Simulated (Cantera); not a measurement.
# Equilibrium for roasting and sulfation: FeS + SO3 + O2 + H2S

Charge: 1 mol FeS, 0.79 mol SO3, 2.4 mol O2, 0.87 mol H2S, equilibrated at 0.0170 bar.

These are equilibrium values from Cantera (NASA tables, ideal gas, pure condensed phases), not measurements of a reactor. Candidate condensed phases: Fe, FeO, Fe(OH)2, Fe(OH)3, FeS, FeSO4, FeS2, Fe2O3, Fe2(SO4)3, Fe3O4, H2O, H2SO4, S; 22 gas species. FeS: taken at fixed stoichiometry. Gases not in the tables: S3 to S7. Rates play no part.

| T (K) | x SO2 | x H2O | x S2 | x H2S | x H2 | x S2O | n FeS2(s) | n Fe3O4(s) | n FeS(s) |
|---|---|---|---|---|---|---|---|---|---|
| 698 | 0.743 | 0.255 | 0.000587 | 0.000558 | 1.26e-5 | 8.41e-5 | 0.0635 | 0.312 | 0 |
| 748 | 0.741 | 0.254 | 0.00258 | 0.00128 | 3.83e-5 | 0.000243 | 0.0567 | 0.314 | 0 |
| 798 | 0.735 | 0.252 | 0.00943 | 0.00266 | 0.000102 | 0.000615 | 0.0357 | 0.321 | 0 |
| 848 | 0.727 | 0.249 | 0.0186 | 0.00358 | 0.000215 | 0.000982 | 0 | 0.328 | 0.0151 |
| 898 | 0.724 | 0.249 | 0.0222 | 0.00341 | 0.000379 | 0.00109 | 0 | 0.333 | 0 |
| 948 | 0.723 | 0.249 | 0.0225 | 0.00293 | 0.000609 | 0.00107 | 0 | 0.333 | 0 |
| 998 | 0.723 | 0.249 | 0.0227 | 0.00254 | 0.000933 | 0.00105 | 0 | 0.333 | 0 |
| 1048 | 0.723 | 0.249 | 0.0228 | 0.00224 | 0.00137 | 0.00103 | 0 | 0.333 | 0 |
| 1098 | 0.723 | 0.249 | 0.0229 | 0.00199 | 0.00195 | 0.00101 | 0 | 0.333 | 0 |
| 1148 | 0.723 | 0.248 | 0.0228 | 0.00178 | 0.00269 | 0.000989 | 0 | 0.333 | 0 |
x: gas mole fraction; n: condensed amount in mol.

From 698 K to 798 K the condensed part is FeS2(s) + Fe3O4(s). At 848 K the condensed part is FeS(s) + Fe3O4(s). From 898 K to 1148 K the condensed part is Fe3O4(s).
